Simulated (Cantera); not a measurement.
Input: 1 mol V2O5, a varied amount of H2, 56 mol N2, held at 3.68 Torr.

Cantera equilibrium calculation (NASA polynomials, part measured and part estimated; ideal gas, pure solids and liquids). Candidate condensed phases: H2O, V, VN, VO, V2O3, V2O4, V2O5; 28 gas species. Mutual solubility and eutectic melting of coexisting phases are not modelled. VO: taken at fixed stoichiometry. Condensed phases not in the tables: the oxides between V2O3 and V2O5 other than VO2. Kinetics and transport are ignored.

Problem. What condenses at these points (T in K, n(H2) in mol): (1723, 4.9); (823, 1.7); (2023, 82); (2173, 7); (1723, 3.4); (2023, 9.9); (1423, 2.4)?

Solution. 
```json
[
 {"T (K)": "1723", "n(H2) in mol": "4.9", "condensed phases": "V2O3", "V condensed (%)": "99.6"},
 {"T (K)": "823", "n(H2) in mol": "1.7", "condensed phases": "V2O3 + V2O4", "V condensed (%)": "100.0"},
 {"T (K)": "2023", "n(H2) in mol": "82", "condensed phases": "VO + V2O3", "V condensed (%)": "69.3"},
 {"T (K)": "2173", "n(H2) in mol": "7", "condensed phases": "gas only", "V condensed (%)": "0.0"},
 {"T (K)": "1723", "n(H2) in mol": "3.4", "condensed phases": "V2O3", "V condensed (%)": "99.4"},
 {"T (K)": "2023", "n(H2) in mol": "9.9", "condensed phases": "V2O3", "V condensed (%)": "66.3"},
 {"T (K)": "1423", "n(H2) in mol": "2.4", "condensed phases": "V2O3", "V condensed (%)": "100.0"}
]
```
